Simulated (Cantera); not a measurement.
Charge: 1 mol Si3N4, 0.13 mol N2O, 500 mol H2, held at 0.640 Pa.

Method: chemical equilibrium by Gibbs-energy minimisation in Cantera with the NASA 1993 tables (ideal gas, pure condensed phases). Candidate condensed phases: H2O, Si, SiO2, Si2N2O, Si3N4; 35 gas species. Kinetics and transport are ignored. All values below are at 1900 K.

Base state: H2 0.724, H 0.267, Si 0.00491, N2 0.00365, SiO 0.000223 (mole fractions); condensed: gas only.

Problem. What changes in the equilibrium state with this change: N2O from 0.13 to 1 mol?

Solution. 
```csv
species,before,after
H2,0.724,0.723
H,0.267,0.267
N2,0.00365,0.00514
Si,0.00491,0.00342
SiO,0.000223,0.00171
```
